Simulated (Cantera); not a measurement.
Input: 1 mol SiC, 0.16 mol H2O, 1 mol H2, at 0.133 bar.

These are equilibrium values from Cantera (NASA tables, ideal gas, pure condensed phases), not measurements of a reactor. Candidate condensed phases: C, C6H6, C7H8, C8H18, H2O, Si, SiC, SiO2; 123 gas species. Mutual solubility and eutectic melting of coexisting phases are not modelled. The tables hold silica as quartz up to 1696 K and as liquid above; real silica turns to tridymite and cristobalite and melts near 1996 K. Gases not in the tables: Si2H6 and higher silanes. Kinetics and transport are ignored.

Problem. Which condensed phases are stable at each of these points (T (°C)): 700, 800, 900, 1000, 1100, 1200, 1300, 1400, 1500, 1600, 1700, 1800, 1900, 2000?

Solution. 
```tsv
T (°C)	condensed phases	Si condensed (%)
700	C(graphite) + SiC(s) + SiO2(β-quartz)	100.0
800	C(graphite) + SiC(s) + SiO2(β-quartz)	100.0
900	C(graphite) + SiC(s) + SiO2(β-quartz)	100.0
1000	C(graphite) + SiC(s) + SiO2(β-quartz)	100.0
1100	C(graphite) + SiC(s) + SiO2(β-quartz)	100.0
1200	SiC(s) + SiO2(β-quartz)	100.0
1300	SiC(s) + SiO2(β-quartz)	99.6
1400	SiC(s) + SiO2(β-quartz)	96.8
1500	SiC(s)	92.0
1600	SiC(s)	92.0
1700	SiC(s)	92.0
1800	SiC(s)	91.9
1900	SiC(s)	91.8
2000	SiC(s)	91.5
```

From 700 °C to 1100 °C the condensed part is C(graphite) + SiC(s) + SiO2(β-quartz). From 1200 °C to 1400 °C the condensed part is SiC(s) + SiO2(β-quartz). From 1500 °C to 2000 °C the condensed part is SiC(s).
